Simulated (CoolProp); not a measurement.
Vapour-liquid equilibrium of CHF3 (R23) (1) + CH2F2 (R32) (2) at 0.00881 MPa; x and y are mole fractions of (1).

Model: multi-fluid Helmholtz-energy mixture model, Penoncello 2003 and Tillner-Roth 1997; pair parameters Bell 2016, in CoolProp.

Problem. Give the bubble temperature and the first vapour's composition at x = 0.275, 0.65, 0.8. Is there an azeotrope?

Solution. x = 0.275: 169.5 K, y = 0.774; x = 0.65: 161.6 K, y = 0.949; x = 0.8: 159.6 K, y = 0.976. No azeotrope shows between x = 0.05 and 0.95.

The pair parameters rest on a limited set of measurements; away from them the model extrapolates.
